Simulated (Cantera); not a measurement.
**Catalytic stagnation flow on Pt**

A jet of 8.11 % CH4, 9.77 % O2, 82.1 % N2 at 300 K and 0.110 bar hits a platinum plate 4.8 cm away at a mass flux of 0.17 kg/m²/s; the plate temperature is set and raised in steps from an oxygen-covered start.

Detailed kinetics in Cantera: Deutschmann's 1995 Pt surface mechanism with GRI-Mech 3.0 gas chemistry. Catalytic surfaces can have several steady states; this one follows from the mechanism file's or the stated starting coverage.

```csv
plate T (K),wall x CH4,wall x O2,wall x H2O,wall x OH,wall x CO,wall x CO2,θ free Pt,θ H*,θ CO*,θ C*
850,0.0304,0.0111,0.0932,<1e-8,0.0410,0.0139,0.381,5.64e-5,0.612,0.00682
900,0.0250,0.00907,0.101,<1e-8,0.0578,0.000676,0.439,0.000642,0.415,0.146
950,0.0210,0.00766,0.0996,<1e-8,0.0623,0.000285,0.495,0.00159,0.229,0.274
1000,0.0141,0.00522,0.0969,<1e-8,0.0691,0.000448,0.624,0.00226,0.177,0.196
1050,0.00932,0.00358,0.0944,<1e-8,0.0733,0.00124,0.781,0.00248,0.140,0.0765
```
x: mole fraction at the wall; θ: surface coverage.
